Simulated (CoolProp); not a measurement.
C3F8 (R218) along the isotherm 264.2 K: density (kg/m³) from the reference equation and from simpler models built on Tc = 345.0 K, pc = 26.40 bar, ω = 0.317; each cubic takes its own stable root.

Model: reference Helmholtz-energy equation of state, Lemmon 2006, in CoolProp. It is a short technical equation, of lower accuracy than the large ones.

```json
[
 {"p (bar)": "0.632", "phase": "gas", "reference": "5.523", "van der Waals": "5.483", "Soave-Redlich-Kwong": "5.517", "Peng-Robinson": "5.523"},
 {"p (bar)": "1.2", "phase": "gas", "reference": "10.70", "van der Waals": "10.54", "Soave-Redlich-Kwong": "10.67", "Peng-Robinson": "10.70"},
 {"p (bar)": "2.27", "phase": "gas", "reference": "21.11", "van der Waals": "20.45", "Soave-Redlich-Kwong": "20.97", "Peng-Robinson": "21.06"},
 {"p (bar)": "4.31", "phase": "liquid", "reference": "1497", "van der Waals": "40.99", "Soave-Redlich-Kwong": "1403", "Peng-Robinson": "1591"},
 {"p (bar)": "8.17", "phase": "liquid", "reference": "1500", "van der Waals": "89.06", "Soave-Redlich-Kwong": "1409", "Peng-Robinson": "1597"},
 {"p (bar)": "15.5", "phase": "liquid", "reference": "1505", "van der Waals": "944.6", "Soave-Redlich-Kwong": "1418", "Peng-Robinson": "1606"},
 {"p (bar)": "29.4", "phase": "liquid", "reference": "1515", "van der Waals": "971.3", "Soave-Redlich-Kwong": "1436", "Peng-Robinson": "1623"},
 {"p (bar)": "55.7", "phase": "liquid", "reference": "1532", "van der Waals": "1009", "Soave-Redlich-Kwong": "1464", "Peng-Robinson": "1652"},
 {"p (bar)": "105", "phase": "liquid", "reference": "1559", "van der Waals": "1056", "Soave-Redlich-Kwong": "1507", "Peng-Robinson": "1695"},
 {"p (bar)": "200", "phase": "liquid", "reference": "1602", "van der Waals": "1112", "Soave-Redlich-Kwong": "1567", "Peng-Robinson": "1757"}
]
```

At some of these states van der Waals gives the other phase, because its saturation line lies elsewhere.
